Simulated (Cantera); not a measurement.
Input (Python, Cantera):

```python
import numpy as np
import cantera as ct

gas = ct.Solution("SiF4_NH3_mec.yaml", "gas")
gas.TPX = 2350, 2666, {'NH3': 1, 'H2': 0.53}
reactor = ct.IdealGasConstPressureReactor(gas, energy="off", clone=False)
net = ct.ReactorNet([reactor])
net.rtol, net.atol = 1e-08, 1e-18
show = ['NH3', 'H2', 'N2H2', 'NH', 'N2H4']
times = np.geomspace(0.0001, 2, 15)

steps = ct.SolutionArray(gas, extra=["t"])
rows = []
print(f"{'t/s':>10s}{'T/K':>9s}{'P/Pa':>11s}" + "".join(f"{s:>11s}" for s in show))
for t in times:
    while net.time < t:
        t_next = net.step()
        steps.append(gas.state, t=t_next)
    rows.append([np.interp(t, steps.t, y) for y in (steps.T, steps.P, *steps(*show).X.T)])
    print(f"{t:10.3e}{rows[-1][0]:9.1f}{rows[-1][1]:11.4g}" + "".join(f"{x:11.3e}" for x in rows[-1][2:]))
rate = np.gradient(steps.T, steps.t)
print("integrator steps:", len(steps.t))
if steps.T.max() > steps.T[0] + 200:
    print(f"time of steepest temperature rise: {steps.t[rate.argmax()]:.4e} s")
gas.TPX = 2350, 2666, {'NH3': 1, 'H2': 0.53}
gas.equilibrate("TP")
print(f"equilibrium (TP): T = {gas.T:.1f} K  " + "  ".join(f"{s} {gas[s].X[0]:.3e}" for s in show))
```

It prints:

```
       t/s      T/K       P/Pa        NH3         H2       N2H2         NH       N2H4
 1.000e-04   2350.0       2666  6.525e-01  3.466e-01  3.084e-07  4.799e-06  6.985e-10
 2.029e-04   2350.0       2666  6.513e-01  3.468e-01  1.774e-06  1.980e-05  2.764e-09
 4.116e-04   2350.0       2666  6.487e-01  3.476e-01  8.624e-06  6.417e-05  9.351e-09
 8.349e-04   2350.0       2666  6.420e-01  3.514e-01  2.063e-05  1.195e-04  1.825e-08
 1.694e-03   2350.0       2666  6.268e-01  3.618e-01  2.286e-05  1.312e-04  1.957e-08
 3.436e-03   2350.0       2666  5.973e-01  3.825e-01  2.132e-05  1.307e-04  1.820e-08
 6.971e-03   2350.0       2666  5.428e-01  4.205e-01  1.858e-05  1.290e-04  1.577e-08
 1.414e-02   2350.0       2666  4.511e-01  4.847e-01  1.439e-05  1.246e-04  1.203e-08
 2.869e-02   2350.0       2666  3.188e-01  5.771e-01  9.179e-06  1.144e-04  7.347e-09
 5.820e-02   2350.0       2666  1.699e-01  6.809e-01  4.294e-06  9.507e-05  3.065e-09
 1.181e-01   2350.0       2666  5.423e-02  7.610e-01  1.195e-06  6.607e-05  6.482e-10
 2.395e-01   2350.0       2666  4.155e-03  7.917e-01  8.796e-08  3.147e-05  2.289e-11
 4.860e-01   2350.0       2666  1.331e-05  7.709e-01  4.340e-11  1.802e-06  4.113e-15
 9.859e-01   2350.0       2666  4.880e-07  7.478e-01  3.198e-13  2.112e-07  1.752e-17
 2.000e+00   2350.0       2666  1.398e-07  7.428e-01  8.895e-14  7.323e-08  1.754e-18
integrator steps: 1740
equilibrium (TP): T = 2350.0 K  NH3 9.188e-08  H2 7.427e-01  N2H2 7.420e-14  NH 4.834e-08  N2H4 7.720e-19
```

Cantera simulation using the gas-phase N/H chemistry of the illustrative SiF4/NH3 mechanism in the Surface Chemkin manual (1991); the numbers are that mechanism's predictions, not measurements. Walls and surfaces, which speed up NH3 decomposition in real reactors, are not modelled.
